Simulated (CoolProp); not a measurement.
Vapour-liquid equilibrium of carbon monoxide (1) + methane (2) at 3.18 bar; x and y are mole fractions of (1).

Computed with CoolProp (multi-fluid Helmholtz-energy mixture model, Lemmon 2006 and Setzmann 1991; pair parameters Kunz 2012).

```csv
x,"bubble temperature, mixture model (K)","bubble temperature, Raoult's law (K)","y, mixture model","y, Raoult's law"
0.05,(withheld),122.3,0.320,0.331
0.2,110.1,111.7,0.757,0.744
0.35,(withheld),105.5,0.887,0.880
0.5,99.6,101.3,(withheld),0.938
0.65,(withheld),98.2,0.962,0.969
0.8,95.4,95.8,0.978,0.986
0.95,93.8,93.8,(withheld),0.997
```

Task: Complete the blanks.

Result: 
- 0.05, bubble temperature, mixture model (K): 122.1
- 0.35, bubble temperature, mixture model (K): 103.4
- 0.5, y, mixture model: 0.937
- 0.65, bubble temperature, mixture model (K): 97.2
- 0.95, y, mixture model: 0.994

The largest gap from Raoult's law is -2.1 K in bubble temperature, at x = 0.35. No azeotrope shows between x = 0.05 and 0.95.

Pair parameters are fitted to limited data, so mixtures are less certain than the pure fluids.
